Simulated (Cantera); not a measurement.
Moist CO burnout

An isothermal, constant-pressure homogeneous reactor starts with CO : O₂ : H₂O : N₂ = 0.011 : 0.009 : 0.00039 : 1 (molar parts), equivalence ratio 0.61, at 1500 K and 2.60 bar.

Computed with Cantera and GRI-Mech 3.0 (53 species, 325 reactions).

| t (s) | x CO | x O₂ | x H₂O | x O | x NO₂ | x H |
|---|---|---|---|---|---|---|
| 2.00e-6 | 0.0108 | 0.00882 | 0.000382 | 1.07e-9 | <1e-12 | <1e-12 |
| 1.12e-5 | 0.0108 | 0.00882 | 0.000382 | 6.01e-9 | <1e-12 | 1.52e-11 |
| 6.32e-5 | 0.0108 | 0.00882 | 0.000382 | 3.39e-8 | <1e-12 | 5.90e-10 |
| 0.000356 | 0.0108 | 0.00882 | 0.000382 | 4.42e-7 | <1e-12 | 2.79e-8 |
| 0.00200 | 0.00793 | 0.00701 | 0.000264 | 0.000827 | 2.82e-9 | 0.000141 |
| 0.0112 | 0.000723 | 0.00376 | 0.000360 | 8.32e-5 | 3.92e-8 | 1.08e-5 |
| 0.0632 | 3.96e-5 | 0.00346 | 0.000380 | 5.50e-6 | 8.33e-8 | 2.17e-7 |
| 0.356 | 2.27e-6 | 0.00344 | 0.000383 | 4.65e-7 | 2.81e-8 | 5.41e-9 |
| 2.00 | 5.78e-7 | 0.00344 | 0.000384 | 1.51e-7 | 1.11e-8 | 9.92e-10 |
x: mole fraction; the columns are a selection and need not sum to one.

Equilibrium at this temperature and pressure: CO 5.71e-7, O₂ 0.00336, H₂O 0.000384, O 1.47e-7, NO₂ 1.89e-7, H 9.72e-10 (gas phase only).
